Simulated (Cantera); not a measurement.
A freely propagating, adiabatic, planar premixed flame of H₂ : O₂ : N₂ = 1 : 0.725 : 2.72 (molar parts), equivalence ratio 0.69, unburnt at 548 K and 7430 Torr; multicomponent transport, grid criteria slope 0.08 and curve 0.16, no radiation.

Detailed kinetics in Cantera: the H2/O2 subset of GRI-Mech 3.0, which has no nitrogen chemistry. The hydrogen kinetics of GRI-Mech 3.0 are dated; newer H2 mechanisms differ, most at raised pressure. Burning velocities carry a grid error of a few per cent, more on coarse grids. Lean hydrogen flames are cellular in practice and burn faster than this planar one.

x: mole fraction of selected species; z is measured from the peak of heat release.

```json
[
 {"z (mm)": "-0.0914", "T (K)": "548", "u (m/s)": "1.86", "x H₂": "0.223", "x O₂": "0.164", "x HO₂": "1.19e-7", "x H₂O₂": "4.29e-8", "x H": "<1e-8", "x O": "<1e-8"},
 {"z (mm)": "-0.0610", "T (K)": "550", "u (m/s)": "1.85", "x H₂": "0.218", "x O₂": "0.164", "x HO₂": "1.05e-6", "x H₂O₂": "3.81e-7", "x H": "<1e-8", "x O": "<1e-8"},
 {"z (mm)": "-0.0457", "T (K)": "554", "u (m/s)": "1.85", "x H₂": "0.210", "x O₂": "0.166", "x HO₂": "5.66e-6", "x H₂O₂": "2.05e-6", "x H": "<1e-8", "x O": "<1e-8"},
 {"z (mm)": "-0.0305", "T (K)": "578", "u (m/s)": "1.89", "x H₂": "0.190", "x O₂": "0.169", "x HO₂": "5.03e-5", "x H₂O₂": "1.74e-5", "x H": "<1e-8", "x O": "1.34e-7"},
 {"z (mm)": "-0.0152", "T (K)": "789", "u (m/s)": "2.46", "x H₂": "0.135", "x O₂": "0.166", "x HO₂": "0.000785", "x H₂O₂": "0.000188", "x H": "___", "x O": "1.56e-5"},
 {"z (mm)": "-0.00762", "T (K)": "1130", "u (m/s)": "3.45", "x H₂": "0.0924", "x O₂": "0.146", "x HO₂": "0.00102", "x H₂O₂": "0.000233", "x H": "___", "x O": "0.000301"},
 {"z (mm)": "0", "T (K)": "1505", "u (m/s)": "4.56", "x H₂": "0.0512", "x O₂": "0.114", "x HO₂": "0.000576", "x H₂O₂": "2.85e-5", "x H": "___", "x O": "0.00166"},
 {"z (mm)": "0.00762", "T (K)": "1756", "u (m/s)": "5.31", "x H₂": "0.0247", "x O₂": "0.0865", "x HO₂": "0.000293", "x H₂O₂": "5.58e-6", "x H": "___", "x O": "0.00308"},
 {"z (mm)": "0.0152", "T (K)": "1898", "u (m/s)": "5.74", "x H₂": "0.0127", "x O₂": "0.0727", "x HO₂": "0.000163", "x H₂O₂": "3.81e-6", "x H": "___", "x O": "0.00338"},
 {"z (mm)": "0.0305", "T (K)": "2028", "u (m/s)": "6.12", "x H₂": "0.00540", "x O₂": "0.0646", "x HO₂": "6.99e-5", "x H₂O₂": "2.41e-6", "x H": "___", "x O": "0.00241"},
 {"z (mm)": "0.0610", "T (K)": "2108", "u (m/s)": "6.34", "x H₂": "0.00206", "x O₂": "0.0626", "x HO₂": "2.53e-5", "x H₂O₂": "1.38e-6", "x H": "___", "x O": "0.00103"},
 {"z (mm)": "0.122", "T (K)": "2141", "u (m/s)": "6.43", "x H₂": "0.000676", "x O₂": "0.0625", "x HO₂": "9.59e-6", "x H₂O₂": "7.88e-7", "x H": "___", "x O": "0.000359"},
 {"z (mm)": "0.244", "T (K)": "2151", "u (m/s)": "6.46", "x H₂": "0.000312", "x O₂": "0.0626", "x HO₂": "6.06e-6", "x H₂O₂": "5.95e-7", "x H": "___", "x O": "0.000185"}
]
```

Question: Fill in the missing entries.

Answer: 
- -0.0152, x H: 2.15e-5
- -0.00762, x H: 0.000670
- 0, x H: 0.00291
- 0.00762, x H: 0.00415
- 0.0152, x H: 0.00349
- 0.0305, x H: 0.00163
- 0.0610, x H: 0.000413
- 0.122, x H: 8.07e-5
- 0.244, x H: 2.80e-5
